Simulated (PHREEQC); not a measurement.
Dissolve 0.3 mol MgSO4, 0.019 mol K2SO4 and 1.2 mol LiCl per kg of water at 25 °C. Closed to the air; pH follows from the charge balance.

The numbers come from PHREEQC with the Pitzer model, pitzer.dat.

Each row changes one thing in this solution. Precipitation was switched off in this run.

```csv
case,MgOH+ (mol/kgw),HSO4- (mol/kgw),SI of Epsomite (MgSO4:7H2O),SI of Hexahydrite (MgSO4:6H2O)
as made,6.66e-7,6.08e-7,-1.37,-1.63
LiCl from 1.2 to 0.24 mol/kgw,6.78e-7,…,-1.27,-1.54
K2SO4 from 0.019 to 0.0209 mol/kgw,6.67e-7,6.10e-7,-1.37,-1.63
LiCl from 1.2 to 2.4 mol/kgw,8.29e-7,7.95e-7,-1.42,…
diluted 2-fold with water,3.67e-7,…,-1.72,-1.99
K2SO4 from 0.019 to 0.0285 mol/kgw,…,6.18e-7,-1.37,-1.63
```

Problem. What belongs in the gaps?

Solution. 
- LiCl from 1.2 to 0.24 mol/kgw, HSO4- (mol/kgw): 5.58e-7
- LiCl from 1.2 to 2.4 mol/kgw, SI of Hexahydrite (MgSO4:6H2O): -1.64
- diluted 2-fold with water, HSO4- (mol/kgw): 3.32e-7
- K2SO4 from 0.019 to 0.0285 mol/kgw, MgOH+ (mol/kgw): 6.73e-7

Species that the database lacks are ignored.
